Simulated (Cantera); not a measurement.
Input: 1 mol Pb, 0.49 mol H2.

Equilibrium computed with Cantera from the NASA thermochemical tables; the gas is ideal and each condensed phase is pure. Candidate condensed phases: Pb; 4 gas species. Equilibrium is a limit: real reactors are often held back by kinetics, nucleation or transport.

### Question
What condenses at these points (T in K, P in Pa): (1223, 180); (1223, 13000); (1248, 240000); (1248, 42)?

### Answer
| T (K) | P in Pa | condensed phases | Pb condensed (%) |
|---|---|---|---|
| 1223 | 180 | Pb | 50.2 |
| 1223 | 13000 | Pb | 99.7 |
| 1248 | 240000 | Pb | 100.0 |
| 1248 | 42 | gas only | 0.0 |
